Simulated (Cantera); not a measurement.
Cantera run:

```python
import numpy as np
import cantera as ct

gas_names = """
    H HNO HNO2 HNO3 HO2 H2 H2O H2O2 N NH NH2 NH3 NH2OH NO NO2 NO3 N2 N2H2 N2H4 N2O O OH O2 O3 V VN VO
    VO2
""".split()
cond_names = """
    H2O(s) H2O(L) V(cr) V(L) VN(s) VO(s) VO(L) V2O3(s) V2O3(L) V2O4(I) V2O4(II) V2O4(L) V2O5(s) V2O5(L)
""".split()


def load(file, names, dense=False):
    # The tables refer to 1 bar. Condensed volumes are neglected.
    table = {s.name: s for s in ct.Species.list_from_file(file)}
    out = []
    for n in names:
        d = dict(table[n].input_data)
        d["thermo"] = dict(d["thermo"], **{"reference-pressure": 1e5})
        if dense:
            d["equation-of-state"] = {"model": "constant-volume", "density": "1e6 g/cm^3"}
        out.append(ct.Species.from_dict(d))
    return out


gas = ct.Solution(thermo="ideal-gas", species=load("nasa_gas.yaml", gas_names))
cond = {s.name: ct.Solution(thermo="fixed-stoichiometry", species=[s], name=s.name)
        for s in load("nasa_condensed.yaml", cond_names, dense=True)}
atoms = {
    'V2O3': {'V': 2, 'O': 3},
    'H2': {'H': 2},
    'N2': {'N': 2},
}
top_T = {'VN(s)': 2300}  # K; cautious upper limits of use, not melting points


def equilibrate(T, P, feed):
    n = {}
    for name, mol in feed.items():
        for a, k in atoms[name].items():
            n[a] = n.get(a, 0.0) + k * mol
    gas.TPX = T, P, n
    mass = sum(n.values()) * gas.mean_molecular_weight
    gas.equilibrate("TP")
    valid = [c for c in cond.values() if c.min_temp <= T <= top_T.get(c.name, c.max_temp)]
    mix = ct.Mixture([(gas, mass / gas.mean_molecular_weight)] + [(c, 0.0) for c in valid])
    mix.T, mix.P = T, P
    mix.equilibrate("TP", solver="vcs", rtol=1e-11, max_steps=5000)
    return mix


results = []
feed = {'V2O3': 1, 'H2': 5.3, 'N2': 1.1}  # mol
T = 800  # K
P = 91  # Pa
mix = equilibrate(T, P, feed)
results.append((T, P, feed, dict(zip(mix.species_names, mix.species_moles))))
x = sorted(zip(gas.X, gas.species_names), reverse=True)
print(f"T = {T:g} K  P = {P:g} Pa  gas = {mix.phase_moles(0):.4g} mol")
print("   x: " + "  ".join(f"{s} {v:.3e}" for v, s in x if v > 1e-05))
print("   condensed (mol): " + ("  ".join(f"{mix.phase(i).name} {mix.phase_moles(i):.4g}"
      for i in range(1, mix.n_phases) if mix.phase_moles(i) > 1e-12) or "none"))
```

It prints:

```
T = 800 K  P = 91 Pa  gas = 6.399 mol
   x: H2 8.279e-01  N2 1.718e-01  H2O 2.412e-04
   condensed (mol): VN(s) 0.001029  V2O3(s) 0.9995
```

These are equilibrium values from Cantera (NASA tables, ideal gas, pure condensed phases), not measurements of a reactor. VN: taken at fixed stoichiometry. Condensed phases not in the tables: the oxides between V2O3 and V2O5 other than VO2, V2N.
